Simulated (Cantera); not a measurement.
Input: 1 mol PbO, 1.4 mol H2, 7.8 mol N2, held at 13300 Pa.

Equilibrium computed with Cantera from the NASA thermochemical tables; the gas is ideal and each condensed phase is pure. Candidate condensed phases: H2O, Pb, PbO, PbO2, Pb3O4; 27 gas species. Equilibrium is a limit: real reactors are often held back by kinetics, nucleation or transport.

Task: Which condensed phases are stable at each of these points (T (°C)): 400, 550, 700, 850, 1000, 1150, 1300, 1450?

Result: 
| T (°C) | condensed phases | Pb condensed (%) |
|---|---|---|
| 400 | Pb(l) | 100.0 |
| 550 | Pb(l) | 100.0 |
| 700 | Pb(l) | 99.9 |
| 850 | Pb(l) | 98.7 |
| 1000 | Pb(l) | 87.2 |
| 1150 | Pb(l) | 15.5 |
| 1300 | gas only | 0.0 |
| 1450 | gas only | 0.0 |

From 400 °C to 1150 °C the condensed part is Pb(l). From 1300 °C to 1450 °C nothing is condensed.
